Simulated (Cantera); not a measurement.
Feed: 1 mol borazine, 0.2 mol O2, 1.1 mol H2, held at 2223.15 K and 260 Pa.

Method: chemical equilibrium by Gibbs-energy minimisation in Cantera with the NASA 1993 tables (ideal gas, pure condensed phases). The feed counts by its element totals alone. The tables' values for BH2 are old estimates; treat these amounts as uncertain. Rates play no part.

```
species      before     after
---------  --------  --------
HBO2        3.10e-6     0.274
H2O         1.01e-6     0.211
N2            0.240     0.201
H2            0.597     0.171
BO2         8.76e-8    0.0145
B2O3        1.37e-6    0.0514
HBO          0.0205   0.00249
BO           0.0398   0.00901
H            0.0972    0.0521
B           0.00144     <1e-9
O2            <1e-9   0.00101
B2O        0.000969     <1e-9
BH2        0.000882     <1e-9
O           2.67e-9   0.00195
NO            <1e-9  0.000466
B(s), mol      2.58         0
```
Gas species are given as mole fractions.

### Question
Which change was made?
A. pressure from 260 Pa to 530 Pa
B. H2 from 1.1 to 140 mol
C. O2 from 0.2 to 0.094 mol
D. O2 from 0.2 to 3.6 mol

### Answer
D, O2 from 0.2 to 3.6 mol
